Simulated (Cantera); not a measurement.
**Fluorocarbon and chlorocarbon gases: CF4 + Si**

A closed system holds: 1 mol CF4, 0.14 mol Si, held at 1325 K and 430 Pa.

Cantera equilibrium calculation (NASA polynomials, part measured and part estimated; ideal gas, pure solids and liquids). Candidate condensed phases: C, Si, SiC; 23 gas species. Gases not in the tables: C2F6 and larger saturated fluorocarbons. The numbers say what is thermodynamically allowed, not how fast it happens.

```yaml
x(CF4): 0.860
x(SiF4): 0.140
x(CF2): 3.12e-5
x(CF3): 9.87e-6
x(F): 3.96e-6
n(C(graphite)): 0.140 mol
gas_amount: 1.000 mol
log10 activity of Si(s) (absent): -28.10
```
